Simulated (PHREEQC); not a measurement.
# Spent oxide etchant (model solution)

A solution holds 0.077 mol HF, 0.0002 mol H2SiF6, 0.011 mol HBF4 and 0.012 mol HCl per kg of water, at 50 °C. Closed to the air; pH follows from the charge balance.

The numbers come from PHREEQC with the ion-association model, wateq4f.dat.

No solid was allowed to form.

Question: Estimate the pH, ionic strength.

Answer: pH 1.66; ionic strength 0.0255 mol/kgw.

Question: In which forms is F present?

Answer: HF 54 %, BF4- 36 %, H2F2 7.3 %, F- 1.2 %, SiF6-2 1.0 %, HF2- 0.7 % of the F.

wateq4f.dat counts part of the HF as a dimer, H2F2, which phreeqc.dat doesn't know; its constant is uncertain. Constants without temperature data keep their 25 °C values here. SiF6-2 is the database's only silicon fluoride. Real BF4- forms and hydrolyses slowly; the run takes it at equilibrium.
